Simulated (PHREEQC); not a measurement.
Consider water at 20 °C with 0.99 mol/kgw NaBr, 0.66 mol/kgw H3BO3 and 0.056 mol/kgw MgCl2. It is in equilibrium with CO2 at log p = -2 (atm). Otherwise closed; pH follows from the charge balance.

The numbers come from PHREEQC with the Pitzer model, pitzer.dat.

Each row changes one thing in this solution. Precipitation was switched off in this run.

| case | pH | ionic strength (mol/kgw) | HCO3- (mol/kgw) | SI of Magnesite (MgCO3) | SI of Bischofite (MgCl2:6H2O) |
|---|---|---|---|---|---|
| as made | 3.67 | 1.16 | 1.65e-6 | -6.59 | -8.70 |
| NaBr from 0.99 to 1.98 mol/kgw | 3.58 | ___ | 1.66e-6 | -6.53 | -8.57 |
| H3BO3 left out | 4.74 | 1.16 | 1.72e-5 | -4.56 | -8.78 |
| 0.4 mol/kgw H2SO4 added | ___ | 1.81 | 6.56e-10 | -13.55 | -8.67 |
| NaBr from 0.99 to 0.099 mol/kgw | 3.82 | 0.267 | ___ | -6.35 | -8.55 |
| NaBr left out | 3.85 | ___ | ___ | -6.25 | -8.46 |

What belongs in the gaps?


- NaBr from 0.99 to 1.98 mol/kgw, ionic strength (mol/kgw): 2.15
- 0.4 mol/kgw H2SO4 added, pH: 0.14
- NaBr from 0.99 to 0.099 mol/kgw, HCO3- (mol/kgw): 1.78e-6
- NaBr left out, ionic strength (mol/kgw): 0.168
- NaBr left out, HCO3- (mol/kgw): 1.91e-6

In brines, pH and single-ion activities rest on the MacInnes convention.
